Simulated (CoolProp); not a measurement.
Vapour-liquid equilibrium of carbon dioxide (1) + CHF3 (R23) (2) at 8.85 bar; x and y are mole fractions of (1).

Values from CoolProp's multi-fluid Helmholtz-energy mixture model, Span 1996 and Penoncello 2003; pair parameters Bell 2016.

| x | bubble temperature (K) | y at the bubble point | dew temperature at overall composition x (K) | liquid density (mol/L) |
|---|---|---|---|---|
| 0.05 | 238.6 | 0.072 | 238.8 | 18.01 |
| 0.15 | 237.0 | 0.206 | 237.7 | 18.64 |
| 0.25 | 235.6 | 0.326 | 236.5 | 19.31 |
| 0.35 | 234.3 | 0.435 | 235.3 | 20.00 |
| 0.45 | 233.2 | 0.533 | 234.2 | 20.73 |
| 0.55 | 232.3 | 0.623 | 233.1 | 21.50 |
| 0.65 | 231.5 | 0.708 | 232.0 | 22.32 |
| 0.75 | 230.8 | 0.789 | 231.1 | 23.20 |
| 0.85 | 230.3 | 0.871 | 230.4 | 24.13 |
| 0.95 | 229.9 | 0.955 | 229.9 | 25.14 |

No azeotrope shows between x = 0.05 and 0.95.

The pair parameters rest on a limited set of measurements; away from them the model extrapolates.
